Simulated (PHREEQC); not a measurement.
0.53 g of hydrous ferric oxide (600 m²/g; 0.2 weak and 0.005 strong sites per Fe, Dzombak-Morel constants, diffuse double layer) in 1 kg of water with 0.001 mol/kgw of an inert sodium salt and 0.00011 mol MgCl2, at 25 °C; the pH is set by adding NaOH or the inert anion's acid. Oxygen is held at 0.21 atm. CO2 from the air is kept out. Precipitation was switched off in this run.

The series has 17 steps of pH, from 4 to 12.

Equilibrium calculation in PHREEQC: ion-association model, wateq4f.dat.

**Question.** Near which pH is half of the Mg sorbed, and on which side is more sorbed?

**Answer.** Near pH 8.0, with more sorbed at higher pH.
